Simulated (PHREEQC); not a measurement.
Model water analysis in mmol/kgw, 20 °C, pH 6.55, pe 11.5:

```
constituent           mmol/kgw
--------------------  --------
Na                         212
K                         23.6
Ca                        4.44
Mg                        4.58
Cl                         234
S(6)                      8.05
Alkalinity (meq/kgw)    0.0033
N(5)                     0.809
Ni                        2.17
```

Valence states are taken as typed.

The numbers come from PHREEQC with the ion-association model, wateq4f.dat.

This is a speciation only: nothing precipitates in the calculation.

Order these Ni species by the share of Ni that they hold, largest first: NiCl+, NiSO4, Ni+2, NiCl2.

Ni+2 (77 %), NiCl+ (13 %), NiSO4 (5.8 %), NiCl2 (5.1 %)

Order these S species by the share of S that they hold, largest first: MgSO4, NaSO4-, KSO4-, SO4-2, CaSO4.

SO4-2 (68 %), NaSO4- (19 %), MgSO4 (4.8 %), CaSO4 (4.0 %), KSO4- (2.6 %)

The pH is 6.55 and the ionic strength 0.266 mol/kgw. Complexes and solids missing from the database can't appear.
